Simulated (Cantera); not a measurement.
## Reactions in the system H-N-Zr

Cantera with NASA thermochemical tables; ideal gases at 1 bar, condensed phases pure. Values are per mole of reaction as written; species without (g) are pure solids or liquids, kept so even where they would boil at 1 bar. ZrN: taken at fixed stoichiometry.

3 H(g) + ZrN → Zr + NH₃(g)

| T (K) | ΔH° (kJ) | ΔS° (J/K) | ΔG° (kJ) | log10 K | condensed phases |
|---|---|---|---|---|---|
| 400 | -339.0 | -163.9 | -273.4 | 35.71 | ZrN(s), Zr(α) |
| 600 | -347.1 | -180.4 | -238.9 | 20.80 | ZrN(s), Zr(α) |
| 800 | -354.4 | -190.9 | -201.7 | 13.17 | ZrN(s), Zr(α) |
| 1000 | -360.4 | -197.7 | -162.8 | 8.50 | ZrN(s), Zr(α) |
| 1200 | -361.8 | -199.0 | -123.0 | 5.35 | ZrN(s), Zr(β) |
| 1400 | -367.0 | -203.0 | -82.8 | 3.09 | ZrN(s), Zr(β) |
| 1600 | -371.6 | -206.1 | -41.8 | 1.37 | ZrN(s), Zr(β) |
| 1800 | -375.7 | -208.5 | -0.4 | 0.01 | ZrN(s), Zr(β) |
